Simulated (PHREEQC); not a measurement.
1 kg of water holding 0.41 mol/kgw K2CO3 and 0.0039 mol/kgw K2SO4 is evaporated at 25 °C; the solids stay in contact with the brine. CO2 is held at log p = -3.4 (atm). The run lets Arcanite, Kalicinite, Misenite precipitate or redissolve, and no other solid.

The series has 24 steps of water left (kg), from 0.9988 to 0.004042.

Computed with PHREEQC (Pitzer model, pitzer.dat).

### Question
Which solids form, in which order, and at which step of the series does each first stand?

### Answer
Arcanite from water left = 0.115 kg (pH 10.75); Kalicinite from water left = 0.07722 kg (pH 10.98).

Complexes and solids missing from the database can't appear.
